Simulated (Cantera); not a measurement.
Mixture: CH₄ : O₂ : N₂ = 1 : 5 : 18.8 (molar parts), equivalence ratio 0.40, at 1.01 bar, adiabatic and at constant volume. Ignition delay is the time to a rise of 400 K.

Detailed kinetics in Cantera: GRI-Mech 3.0 (53 species, 325 reactions).

Problem. Predict: delay at 1275 K; delay at 1350 K; delay at 1425 K; delay at 1500 K; delay at 1575 K; delay at 1650 K; delay at 1725 K; apparent activation energy between 1575 and 1725 K.

Solution. 
```json
{
 "delay at 1275 K": "9.82 ms",
 "delay at 1350 K": "3.90 ms",
 "delay at 1425 K": "1.72 ms",
 "delay at 1500 K": "0.843 ms",
 "delay at 1575 K": "0.454 ms",
 "delay at 1650 K": "0.263 ms",
 "delay at 1725 K": "0.162 ms",
 "apparent activation energy between 1575 and 1725 K": "160 kJ/mol"
}
```
